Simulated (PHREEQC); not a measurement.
## Acid rinse or clean

Solution (25 °C): 65 mmol/kgw HBr. Closed to the air; pH follows from the charge balance.

Model: ion-association model, wateq4f.dat, run in PHREEQC.

Each row changes one thing in this solution. No solid was allowed to form.

```tsv
case	pH	ionic strength (mol/kgw)
as made	1.26	0.0650
HBr replaced by NH4Br at the same molality	5.30	0.0650
HBr from 0.065 to 0.0975 mol/kgw	1.09	0.0975
HBr from 0.065 to 0.0715 mol/kgw	?	0.0715
0.0082 mol/kgw K2SO4 added	1.30	0.0779
diluted 2-fold with water	?	0.0325
HBr from 0.065 to 0.13 mol/kgw	0.97	0.130
0.0036 mol/kgw NH4HS added	1.29	0.0650
temperature from 25 to 50 °C	1.26	0.0650
```

Problem. What belongs in the gaps?

Solution. 
- HBr from 0.065 to 0.0715 mol/kgw, pH: 1.22
- diluted 2-fold with water, pH: 1.55

Complexes and solids missing from the database can't appear. Away from 25 °C the constants follow the database's enthalpies or fits; those with neither stay at their 25 °C values. The polysulfide entries of wateq4f.dat were taken out for this run.
